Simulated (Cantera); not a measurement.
Input: 1 mol C₂H₆, 0.062 mol O₂, held at 10.0 mbar.

Equilibrium computed with Cantera from the NASA thermochemical tables; the gas is ideal and each condensed phase is pure. Candidate condensed phases: C, C₆H₆, C₇H₈, C₈H₁₈, H₂O; 110 gas species. Kinetics and transport are ignored.

Over these rows the condensed part is C(graphite). Partial pressures as log10 of bar:

| T (K) | 1000/T (1/K) | log p CO₂ | log p H₂ | log p CO |
|---|---|---|---|---|
| 550 | 1.8182 | -5.14 | -2.44 | -6.14 |
| 700 | 1.4286 | -4.59 | -2.05 | -4.10 |
| 850 | 1.1765 | -5.53 | -2.02 | -3.43 |
| 1000 | 1.0000 | ? | -2.02 | -3.40 |
| 1150 | 0.8696 | -8.21 | -2.02 | -3.40 |
| 1300 | 0.7692 | -9.09 | -2.02 | -3.40 |

### Question
Fit log p(CO₂) = a + b·(1000/T) to the five rows, give the apparent enthalpy, and predict the row at 1000 K.

### Answer
Means: 1000/T = 1.2124, log p = -6.512. Sxy = 2.936084, Sxx = 0.7289630, so b = 4.03 and a = -6.512 − (4.03)×1.2124 = -11.40.
Apparent enthalpy: −19.145 × (4.03) = -77 kJ/mol. With the condensed phases at unit activity, 2 CO(g) = CO₂(g) + C(graphite) links this pressure to the main gases: over the six rows their terms move log p by +5.48 in all, so the slope isn't that reaction's ΔH° alone. The five rows lie within 1.13 of the line; that is curvature, so one enthalpy describes this range poorly.
Prediction at 1000 K: -11.40 + (4.03)×1.0000 = -7.37. The computed value is -7.05, 0.32 from the line.
